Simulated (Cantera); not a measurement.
## Chemical vapour transport: Fe + Cl2

Feed: 1 mol Fe, 0.17 mol Cl2, held at 1125 °C and 1 atm.

These are equilibrium values from Cantera (NASA tables, ideal gas, pure condensed phases), not measurements of a reactor. Candidate condensed phases: Fe, FeCl2, FeCl3; 8 gas species. Equilibrium is a limit: real reactors are often held back by kinetics, nucleation or transport.

* **x(FeCl2)**: 0.922
* **x(Fe2Cl4)**: 0.0768
* **x(FeCl3)**: 0.00102
* **x(Cl)**: 4.75e-6
* **n(Fe(γ))**: 0.830 mol
* **gas amount**: 0.1578 mol
* **log10 activity of FeCl2(l) (absent)**: -0.33
